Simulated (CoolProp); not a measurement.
Acetone along the isobar 0.101 MPa: density (kg/m³) from the reference equation and from simpler models built on Tc = 235.0 °C, pc = 4.692 MPa, ω = 0.307; each cubic takes its own stable root.

Model: reference Helmholtz-energy equation of state, Lemmon 2006, in CoolProp. It is a short technical equation, of lower accuracy than the large ones.

```
T (°C)   phase  reference  Redlich-Kwong  Soave-Redlich-Kwong  Peng-Robinson
------  ------  ---------  -------------  -------------------  -------------
26.15   liquid      783.4              ?                    ?          690.6
50.75   liquid      755.2          2.236                    ?          668.2
75.25      gas      2.107          2.069                    ?          2.078
99.85      gas      1.947          1.925                1.930          1.932
124.45     gas      1.814          1.801                1.804          1.806
149.05     gas      1.700          1.692                1.694          1.696
173.65     gas      1.601          1.596                1.597          1.599
198.15     gas      1.514          1.511                1.511          1.513
222.75     gas      1.436          1.434                1.434          1.435
247.35     gas      1.366          1.365                1.365          1.366
```

Task: Complete the blanks.

Result: 
- 26.15, Redlich-Kwong: 590.4
- 26.15, Soave-Redlich-Kwong: 612.4
- 50.75, Soave-Redlich-Kwong: 591.5
- 75.25, Soave-Redlich-Kwong: 2.075

At some of these states Redlich-Kwong gives the other phase, because its saturation line lies elsewhere.
